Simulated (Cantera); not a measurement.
Si + Cl2 (silicon etching in halogen gases)

Feed: 1 mol Si, 4.2 mol Cl2, held at 1198 K and 0.200 bar.

Method: chemical equilibrium by Gibbs-energy minimisation in Cantera with the NASA 1993 tables (ideal gas, pure condensed phases). Candidate condensed phases: Si; 9 gas species. Equilibrium is a limit: real reactors are often held back by kinetics, nucleation or transport.

```yaml
x(Cl2): 0.680
x(SiCl4): 0.311
x(Cl): 0.00854
gas_amount: 3.214 mol
log10 activity of Si(s) (absent): -21.51
```
